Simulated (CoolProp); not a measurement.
Model: reference Helmholtz-energy equation of state, Thol 2019, in CoolProp.

Problem. For tetradecamethylhexasiloxane (MD4M), give the phase and the density (kg/m³), cp (kJ/(kg K)), Joule-Thomson coefficient (K/MPa), isothermal compressibility (1/MPa) at 184.05 °C and 0.322 MPa; 196.95 °C and 0.322 MPa.

Solution. 
- 184.05 °C and 0.322 MPa: liquid; density 729, cp 2.05, Joule-Thomson coefficient -0.218, isothermal compressibility 0.00564
- 196.95 °C and 0.322 MPa: liquid; density 715, cp 2.07, Joule-Thomson coefficient -0.186, isothermal compressibility 0.00647
